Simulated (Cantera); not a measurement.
A perfectly stirred reactor is fed with CH4 : H2 = 1 : 5.4 (molar parts), at 1.00 bar; it is held at 1475 K, and followed from long to short residence time.

Detailed kinetics in Cantera: GRI-Mech 3.0 (53 species, 325 reactions). GRI-Mech 3.0 stops at C3 and has no aromatics, soot or wall deposition, so with more carbon than oxygen in the feed, carbon stays in small species such as C2H2 where larger ones or solid carbon would form.

```json
[
 {"quantity": "x(CH4) at τ = 0.390 s", "before": "0.144", "after": "0.0901"},
 {"quantity": "x(H2) at τ = 0.390 s", "before": "0.851", "after": "0.881"},
 {"quantity": "x(C2H2) at τ = 0.390 s", "before": "0.00406", "after": "0.0260"},
 {"quantity": "x(CH3) at τ = 0.390 s", "before": "3.51e-5", "after": "9.75e-5"},
 {"quantity": "x(C2H4) at τ = 0.390 s", "before": "0.00150", "after": "0.00271"},
 {"quantity": "x(CH4) at τ = 8.30 ms", "before": "0.156", "after": "0.152"},
 {"quantity": "x(H2) at τ = 8.30 ms", "before": "0.844", "after": "0.846"},
 {"quantity": "x(C2H2) at τ = 8.30 ms", "before": "3.09e-5", "after": "0.00129"},
 {"quantity": "x(CH3) at τ = 8.30 ms", "before": "3.49e-5", "after": "0.000151"},
 {"quantity": "x(C2H4) at τ = 8.30 ms", "before": "0.000102", "after": "0.000560"}
]
```

Q: What was changed between the two runs?
A) temperature 1475 to 1600 K
B) CH4 1 to 0.11 parts
C) H2 5.4 to 17 parts
D) H2 5.4 to 2.8 parts

A: A, temperature 1475 to 1600 K
